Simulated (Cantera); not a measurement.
Cantera run, input and output.

```python
import numpy as np
import cantera as ct

gas = ct.Solution("gri30.yaml")
gas.TPX = 1000, 1600000, {'CH4': 1, 'O2': 1.18, 'N2': 4.42}
reactor = ct.IdealGasConstPressureReactor(gas, energy="on", clone=False)
net = ct.ReactorNet([reactor])
net.rtol, net.atol = 1e-08, 1e-16
show = ['CH4', 'O2', 'CO', 'H2O2', 'OH', 'NO', 'HCN']
times = np.geomspace(7e-06, 1, 10)

steps = ct.SolutionArray(gas, extra=["t"])
rows = []
print(f"{'t/s':>10s}{'T/K':>9s}{'P/Pa':>11s}" + "".join(f"{s:>11s}" for s in show))
for t in times:
    while net.time < t:
        t_next = net.step()
        steps.append(gas.state, t=t_next)
    rows.append([np.interp(t, steps.t, y) for y in (steps.T, steps.P, *steps(*show).X.T)])
    print(f"{t:10.3e}{rows[-1][0]:9.1f}{rows[-1][1]:11.4g}" + "".join(f"{x:11.3e}" for x in rows[-1][2:]))
rate = np.gradient(steps.T, steps.t)
print("integrator steps:", len(steps.t))
if steps.T.max() > steps.T[0] + 200:
    print(f"time of steepest temperature rise: {steps.t[rate.argmax()]:.4e} s")
gas.TPX = 1000, 1600000, {'CH4': 1, 'O2': 1.18, 'N2': 4.42}
gas.equilibrate("HP")
print(f"equilibrium (HP): T = {gas.T:.1f} K  " + "  ".join(f"{s} {gas[s].X[0]:.3e}" for s in show))
```

It prints:

```
       t/s      T/K       P/Pa        CH4         O2         CO       H2O2         OH         NO        HCN
 7.000e-06   1000.0    1.6e+06  1.515e-01  1.788e-01  2.419e-16  8.618e-12  1.218e-13  9.417e-26  1.055e-29
 2.617e-05   1000.0    1.6e+06  1.515e-01  1.788e-01  1.291e-14  1.187e-10  4.747e-13  1.370e-24  1.518e-28
 9.787e-05   1000.0    1.6e+06  1.515e-01  1.788e-01  7.193e-13  1.561e-09  2.018e-12  2.048e-23  2.351e-27
 3.659e-04   1000.0    1.6e+06  1.515e-01  1.788e-01  4.863e-11  1.770e-08  1.055e-11  3.679e-22  4.861e-26
 1.368e-03   1000.0    1.6e+06  1.515e-01  1.788e-01  4.504e-09  1.212e-07  4.758e-11  9.724e-21  1.582e-24
 5.116e-03   1000.1    1.6e+06  1.515e-01  1.788e-01  2.085e-07  3.101e-07  8.237e-11  1.118e-19  2.027e-23
 1.913e-02   1000.5    1.6e+06  1.514e-01  1.787e-01  6.286e-06  9.718e-07  2.112e-10  8.927e-19  2.495e-22
 7.153e-02   2309.7    1.6e+06  1.902e-09  5.872e-07  1.080e-01  2.172e-09  1.947e-04  2.798e-05  8.212e-07
 2.674e-01   2309.8    1.6e+06  1.899e-09  5.875e-07  1.080e-01  2.172e-09  1.947e-04  2.336e-05  6.820e-07
 1.000e+00   2309.8    1.6e+06  1.899e-09  5.875e-07  1.080e-01  2.172e-09  1.947e-04  2.336e-05  6.820e-07
integrator steps: 2674
time of steepest temperature rise: 6.0619e-02 s
equilibrium (HP): T = 2309.8 K  CH4 2.120e-09  O2 5.875e-07  CO 1.080e-01  H2O2 2.172e-09  OH 1.947e-04  NO 2.336e-05  HCN 6.820e-07
```

Detailed kinetics in Cantera: GRI-Mech 3.0 (53 species, 325 reactions). The pressure lies above the range GRI-Mech 3.0 was tuned for (to about 10 atm).
